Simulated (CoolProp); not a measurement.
Vapour-liquid equilibrium of hydrogen sulfide (1) + n-butane (2) at 217.8 K; x and y are mole fractions of (1).

Values from CoolProp's multi-fluid Helmholtz-energy mixture model, Lemmon 2006 and Bücker 2006; pair parameters Kunz 2012.

Q: Give the bubble pressure and the first vapour's composition at x = 0.05, 0.35, 0.8. Is there an azeotrope?

A: x = 0.05: 0.2823 bar, y = 0.768; x = 0.35: 0.9395 bar, y = 0.943; x = 0.8: 1.162 bar, y = 0.966. No azeotrope shows between x = 0.05 and 0.95.

Pair parameters are fitted to limited data, so mixtures are less certain than the pure fluids. With so large a gap from Raoult's law the liquid may split in two, which this calculation doesn't test in full.
